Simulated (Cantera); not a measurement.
Charge: 1 mol TiO2, 0.36 mol H2O, 0.38 mol O2, at 1198 K and 22.0 mbar.

Equilibrium computed with Cantera from the NASA thermochemical tables; the gas is ideal and each condensed phase is pure. Candidate condensed phases: H2O, Ti, TiO, TiO2, Ti2O3, Ti3O5, Ti4O7; 12 gas species. Gases not in the tables: TiO(OH)2. Equilibrium is a limit: real reactors are often held back by kinetics, nucleation or transport.

Base state: O2 0.514, H2O 0.486, OH 2.09e-5 (mole fractions); condensed: TiO2(rutile).

Problem. What changes in the equilibrium state with this change: TiO2 replaced by Si?

Solution. 
| species | before | after |
|---|---|---|
| H2 | 5.58e-8 | 1.000 |
| SiO | 0 | 2.30e-5 |
| H2O | 0.486 | 5.61e-8 |
| O2 | 0.514 | <1e-9 |
| OH | 2.09e-5 | <1e-9 |
| TiO2(rutile), mol | 1.00 | 0 |
| Si(s), mol | 0 | 0.440 |
| SiO2(β-quartz), mol | 0 | 0.560 |
Mutual solubility and eutectic melting of coexisting phases are not modelled. The tables hold silica as quartz up to 1696 K and as liquid above; real silica turns to tridymite and cristobalite and melts near 1996 K. Further candidate phases: Si, SiO2.
